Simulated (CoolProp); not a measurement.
Saturated liquid density (kg/m³) of sulfur dioxide: the reference equation beside estimates from Tc = 157.5 °C, pc = 78.87 bar, ω = 0.256. Rackett uses Z = 0.29056 − 0.08775 ω.

Model: reference Helmholtz-energy equation of state, Gao 2016, in CoolProp.

```
T (°C)  reference  Rackett  van der Waals  Redlich-Kwong  Soave-Redlich-Kwong  Peng-Robinson
------  ---------  -------  -------------  -------------  -------------------  -------------
-66.75       1606     1569          935.7           1391                 1417           1593
-58.65       1586     1552          926.1           1375                 1404           1579
-50.55       1565     1534          916.3           1359                 1390           1564
-42.45       1545     1515          906.2           1342                 1375           1548
-34.35       1524     1496          895.9           1325                 1360           1532
-26.25       1504     1477          885.3           1307                 1344           1515
-18.15       1483     1458          874.4           1288                 1327           1497
-10.05       1462     1438          863.3           1269                 1309           1478
-1.95        1440     1418          851.8           1249                 1291           1459
6.15         1419     1397          839.9           1228                 1272           1438
14.25        1397     1376          827.6           1207                 1252           1416
22.45        1374     1354          814.8           1184                 1231           1393
30.55        1351     1332          801.7           1161                 1209           1369
38.65        1327     1309          788.2           1137                 1186           1344
```

Absolute difference from the reference over all 14 rows, mean and median: Rackett 1.7 and 1.7 %, van der Waals 41.1 and 41.0 %, Redlich-Kwong 13.4 and 13.3 %, Soave-Redlich-Kwong 10.7 and 10.6 %, Peng-Robinson 0.9 and 1.0 %.
